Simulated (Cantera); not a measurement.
A perfectly stirred reactor is fed with CO : O2 : H2O : N2 = 0.005 : 0.03 : 0.00011 : 1 (molar parts), equivalence ratio 0.083, at 0.987 atm; it is held at 1125 K, and followed from long to short residence time.

Cantera simulation using GRI-Mech 3.0 (53 species, 325 reactions); the numbers are that mechanism's predictions, not measurements.

x: mole fraction; the columns are a selection and need not sum to one.

```
τ (s)        x CO    x O2     x H2O       x H        x OH      x NO     x H2
-------  --------  ------  --------  --------  ----------  --------  -------
4.2      0.000425  0.0268  0.000106   3.66e-8  (withheld)   8.61e-7  7.84e-8
1.6      0.000783  0.0270  0.000106   8.47e-8  (withheld)   5.41e-7  1.51e-7
0.59      0.00140  0.0273  0.000105   1.84e-7  (withheld)   2.92e-7  2.71e-7
0.22      0.00230  0.0277  0.000105   3.39e-7     1.64e-6   1.29e-7  4.24e-7
0.082     0.00334  0.0282  0.000104   4.97e-7     1.76e-6   4.09e-8  5.51e-7
0.030     0.00420  0.0287  0.000104   5.14e-7  (withheld)   7.34e-9  5.38e-7
0.011     0.00471  0.0289  0.000105   2.13e-7  (withheld)  3.00e-10  2.25e-7
0.0042    0.00483  0.0290  0.000106  2.06e-11    7.75e-11    <1e-12   <1e-12
0.0016    0.00483  0.0290  0.000106  4.66e-12    1.77e-11    <1e-12   <1e-12
0.00058   0.00483  0.0290  0.000106  1.11e-12    4.32e-12    <1e-12   <1e-12
```

Task: Fill in the missing entries.

Result: 
- 4.2, x OH: 8.59e-7
- 1.6, x OH: 1.11e-6
- 0.59, x OH: 1.39e-6
- 0.030, x OH: 1.57e-6
- 0.011, x OH: 7.03e-7
